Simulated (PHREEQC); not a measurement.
Consider water at 25 °C with 9.4 mmol/kgw FeSO4, 5.9 mmol/kgw NaF and 1.3 mmol/kgw NaCl. Closed to the air; pH follows from the charge balance.

Equilibrium calculation in PHREEQC: ion-association model, wateq4f.dat.

Precipitation was switched off in this run.

### Question
Estimate the pH.

### Answer
pH 6.40.

### Question
In which forms is Fe present?

### Answer
Fe+2 73 %, FeSO4 24 %, FeF+ 2.2 % of the Fe.

Complexes and solids missing from the database can't appear. Fluoro complexes past AlF4- and FeF3 are missing from the database.
